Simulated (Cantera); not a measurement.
Input: 1 mol (CH3)2SiCl2, 8.9 mol H2, at 1.33 mbar.

These are equilibrium values from Cantera (NASA tables, ideal gas, pure condensed phases), not measurements of a reactor. Candidate condensed phases: C, C6H6, C7H8, C8H18, Si, SiC; 109 gas species. The feed counts by its element totals alone. Rates play no part. All values below are at 1650 K.

Base state: H2 0.844, HCl 0.152, H 0.00229, SiCl2 0.00121, Cl 0.000323, C2H2 (acetylene) 3.85e-5 (mole fractions); condensed: C(graphite) + SiC(s).

Question: What changes in the equilibrium state with this change: pressure from 1.33 mbar to 3.30 mbar?

Answer: 
```json
[
 {"species": "H2", "before": "0.844", "after": "0.845"},
 {"species": "HCl", "before": "0.152", "after": "0.152"},
 {"species": "H", "before": "0.00229", "after": "0.00145"},
 {"species": "SiCl2", "before": "0.00121", "after": "0.00121"},
 {"species": "SiCl3", "before": "7.60e-6", "after": "1.20e-5"},
 {"species": "Cl", "before": "0.000323", "after": "0.000205"},
 {"species": "C2H2 (acetylene)", "before": "3.85e-5", "after": "3.85e-5"},
 {"species": "C(graphite), mol", "before": "1.01", "after": "1.01"},
 {"species": "SiC(s), mol", "before": "0.984", "after": "0.984"}
]
```
The tables' values for SiCl3 are old estimates; treat these amounts as uncertain.
